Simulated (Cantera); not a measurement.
Feed: 1 mol Si₃N₄, a varied amount of C, 0.014 mol H₂, equilibrated at 2052 °C and 13.3 mbar.

These are equilibrium values from Cantera (NASA tables, ideal gas, pure condensed phases), not measurements of a reactor. Candidate condensed phases: C, C₆H₆, C₇H₈, C₈H₁₈, Si, SiC, Si₃N₄; 105 gas species. Mutual solubility and eutectic melting of coexisting phases are not modelled. The tables' values for SiN are old estimates; treat these amounts as uncertain. Rates play no part.

Question: At 0.07 mol C, list the 7 most abundant gas species with their mole fractions, and the condensed phases.

Answer: N₂ 0.891, Si 0.0870, Si₂C 0.00763, H 0.00542, H₂ 0.00324, Si₂ 0.00175, Si₂N 0.00127. Condensed: Si(l) + SiC(s).
